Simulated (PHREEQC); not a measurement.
Make-up at 25 °C and 500 atm: 0.0032 mol Fe(NO3)3 per kg of water. It is in equilibrium with CO2 at log p = -1 (atm). Otherwise closed; pH follows from the charge balance.

Equilibrium calculation in PHREEQC: ion-association model, phreeqc.dat.

This is a speciation only: nothing precipitates in the calculation.

**Question.** Predict the pH, ionic strength.

**Answer.** pH 2.61; ionic strength 0.0151 mol/kgw.

**Question.** In which forms is Fe present?

**Answer.** FeOH+2 54 %, Fe+3 23 %, Fe2(OH)2+4 13 %, Fe(OH)2+ 7.3 %, Fe3(OH)4+5 2.6 % of the Fe.

The solution is supersaturated, for example in Hematite (slow to form), Goethite (slow to form), so a real one may precipitate; this is no full list. Complexes and solids missing from the database can't appear. Under pressure, the constants of complexes without a molar volume in the database are unreliable.
